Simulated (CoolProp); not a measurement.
Toluene along the isotherm 548.6 K: density (kg/m³) from the reference equation and from simpler models built on Tc = 591.7 K, pc = 41.26 bar, ω = 0.266; each cubic takes its own stable root.

Computed with CoolProp (reference Helmholtz-energy equation of state, Lemmon 2006). It is a short technical equation, of lower accuracy than the large ones.

| p (bar) | phase | reference | van der Waals | Redlich-Kwong | Soave-Redlich-Kwong | Peng-Robinson |
|---|---|---|---|---|---|---|
| 5.16 | gas | 11.11 | 10.93 | 11.03 | 11.05 | 11.11 |
| 10.3 | gas | 23.91 | 23.04 | 23.51 | 23.62 | 23.90 |
| 15.5 | gas | 39.58 | 37.02 | 38.31 | 38.69 | 39.41 |
| 20.6 | gas | 59.81 | 53.32 | 56.29 | 57.34 | 58.90 |
| 25.8 | liquid | 551.0 | 74.72 | 81.92 | 450.8 | 509.6 |
| 30.9 | liquid | 557.7 | 323.6 | 436.9 | 461.1 | 520.6 |
| 36.1 | liquid | 563.7 | 338.0 | 448.8 | 470.3 | 530.3 |
| 41.3 | liquid | 569.1 | 348.3 | 458.8 | 478.3 | 539.0 |
| 46.4 | liquid | 573.9 | 356.5 | 467.4 | 485.4 | 546.7 |
| 51.6 | liquid | 578.4 | 363.5 | 475.3 | 492.1 | 553.8 |
| 56.7 | liquid | 582.5 | 369.5 | 482.3 | 498.0 | 560.3 |
| 61.9 | liquid | 586.4 | 375.0 | 488.8 | 503.7 | 566.4 |

At some of these states van der Waals, Redlich-Kwong gives the other phase, because its saturation line lies elsewhere.
